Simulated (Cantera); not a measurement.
An isothermal, constant-pressure homogeneous reactor starts with CH4 : H2 = 1 : 1.4 (molar parts), at 1848 K and 0.00908 atm. Integrator tolerance rtol = 1e-08.

Computed with Cantera and GRI-Mech 3.0 (53 species, 325 reactions). GRI-Mech 3.0 stops at C3 and has no aromatics, soot or wall deposition, so with more carbon than oxygen in the feed, carbon stays in small species such as C2H2 where larger ones or solid carbon would form. Radical loss at walls, strong at low pressure, is not modelled.

| quantity | before | after |
|---|---|---|
| x(CH4) at 5.00 s | 0.000228 (gas-phase equilibrium 0.000112) | 0.000211 (gas-phase equilibrium 0.000120) |
| x(H2) at 5.00 s | 0.848 (gas-phase equilibrium 0.848) | 0.783 (gas-phase equilibrium 0.783) |
| x(C2H6) at 5.00 s | 5.05e-10 (gas-phase equilibrium 1.52e-10) | 4.81e-10 (gas-phase equilibrium 1.87e-10) |
| x(H) at 5.00 s | 0.00512 (gas-phase equilibrium 0.00513) | 0.00492 (gas-phase equilibrium 0.00493) |
| x(C2H4) at 5.00 s | 1.92e-5 (gas-phase equilibrium 1.92e-5) | 2.57e-5 (gas-phase equilibrium 2.57e-5) |
| x(CH2) at 5.00 s | 1.93e-7 (gas-phase equilibrium 9.61e-8) | 1.94e-7 (gas-phase equilibrium 1.11e-7) |

Which change was made?
(A) temperature 1848 to 1700 K
(B) temperature 1848 to 1025 K
(C) temperature 1848 to 1723 K
(D) CH4 1 to 4 parts

D, CH4 1 to 4 parts
